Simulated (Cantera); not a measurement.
Feed: 1 mol (CH3)2SiCl2, 0.012 mol C2H2, 7.2 mol H2, at 1800 °C and 0.00133 bar.

Method: chemical equilibrium by Gibbs-energy minimisation in Cantera with the NASA 1993 tables (ideal gas, pure condensed phases). Candidate condensed phases: C, C6H6, C7H8, C8H18, Si, SiC; 109 gas species. The feed counts by its element totals alone. The tables' values for SiCl are old estimates; treat these amounts as uncertain. Kinetics and transport are ignored.

What is the equilibrium state?


```
Item                                 Result
--------------------------------  ---------
x(H2)                                 0.764
x(HCl)                                0.151
x(H)                                 0.0630
x(Cl)                               0.00922
x(Si)                               0.00533
x(SiCl2)                            0.00471
x(C2H2 (acetylene))                0.000937
x(SiCl)                            0.000713
x(SiC2)                            0.000306
n(C(graphite))                     1.13 mol
n(SiC(s))                         0.864 mol
gas amount                        11.71 mol
log10 activity of Si(l) (absent)      -1.15
```
